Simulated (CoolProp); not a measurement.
The fluid at 293.15 K and 0.00633 MPa expands adiabatically to 0.000682 MPa with isentropic efficiency 0.9. The same conditions are run with several fluids, on thermodynamics alone (safety and materials aside).

Computed with CoolProp (reference Helmholtz-energy equation of state of each fluid (methanol: de Reuck 1993; R227EA: Lemmon 2016; propane: Lemmon 2009; CH3F (R41): Lemmon 2006)).

Task: Rank methanol, R227EA, propane, CH3F (R41) by work (kJ/kg), highest first.

Result: methanol (133), CH3F (R41) (112), propane (96.9), R227EA (26.8)

```
fluid       final temperature (K)                       final phase  final density (kg/m³)
----------  ---------------------  --------------------------------  ---------------------
methanol                    247.8  two-phase, vapour fraction 0.943                 0.0113
R227EA                      257.8                               gas                 0.0541
propane                     228.6                               gas                 0.0158
CH3F (R41)                  184.6                               gas                 0.0151
```
